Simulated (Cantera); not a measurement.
## Ammonia decomposition in nitride growth gas

A perfectly stirred reactor is fed with 56.2 % NH₃, 43.8 % N₂, at 0.0237 atm; it is held at 1775 K, and followed from long to short residence time.

Computed with Cantera and the gas-phase N/H chemistry of the illustrative SiF4/NH3 mechanism in the Surface Chemkin manual (1991). Walls and surfaces, which speed up NH3 decomposition in real reactors, are not modelled.

```csv
τ (s),x NH₃,x N,x NH,x N₂,x H,x H₂,x N₂H₂
4.8,0.330,2.27e-7,3.78e-6,0.447,6.94e-5,0.222,1.43e-6
1.4,0.461,1.64e-7,3.90e-6,0.442,2.84e-5,0.0963,2.37e-6
0.38,0.530,6.89e-8,3.23e-6,0.439,9.13e-6,0.0298,2.88e-6
0.11,0.553,1.81e-8,2.35e-6,0.438,2.63e-6,0.00804,2.70e-6
0.030,0.560,2.96e-9,1.43e-6,0.438,5.24e-7,0.00142,1.61e-6
0.0086,0.562,3.07e-10,4.03e-7,0.438,8.75e-8,0.000136,2.83e-7
0.0024,0.562,3.87e-11,4.41e-8,0.438,4.96e-8,2.26e-5,2.00e-8
0.00068,0.562,1.48e-12,3.13e-9,0.438,4.70e-8,6.06e-6,1.34e-9
```
x: mole fraction; the columns are a selection and need not sum to one.
